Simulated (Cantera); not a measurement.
Feed: 1 mol AlCl3, 1 mol O2, 270 mol N2, 4.7 mol HCl, at 0.00380 bar.

These are equilibrium values from Cantera (NASA tables, ideal gas, pure condensed phases), not measurements of a reactor. Candidate condensed phases: Al, AlCl3, AlN, Al2O3, H2O, NH4Cl; 45 gas species. Equilibrium is a limit: real reactors are often held back by kinetics, nucleation or transport.

x: gas mole fraction; n: condensed amount in mol.

```
T (K)   x N2   x HCl     x Cl     x Cl2      x O2     x NO  n Al2O3(s)
-----  -----  ------  -------  --------  --------  -------  ----------
1075   0.976  0.0169  0.00124   0.00482  0.000890  4.88e-6       0.500
1125   0.976  0.0169  0.00219   0.00434  0.000890  7.69e-6       0.500
1175   0.975  0.0169  0.00355   0.00366  0.000889  1.16e-5       0.500
1225   0.974  0.0169  0.00524   0.00281  0.000885  1.70e-5       0.500
1275   0.973  0.0169        …         …  0.000880        …       0.500
1325   0.972  0.0169        …         …  0.000871        …       0.500
1375   0.972  0.0168  0.00959  0.000641  0.000858  4.46e-5       0.500
```

Task: Complete the blanks.

Result: 
- 1325, x Cl: 0.00853
- 1325, x Cl2: 0.00116
- 1325, x NO: 3.32e-5
- 1275, x Cl: 0.00702
- 1275, x Cl2: 0.00192
- 1275, x NO: 2.41e-5
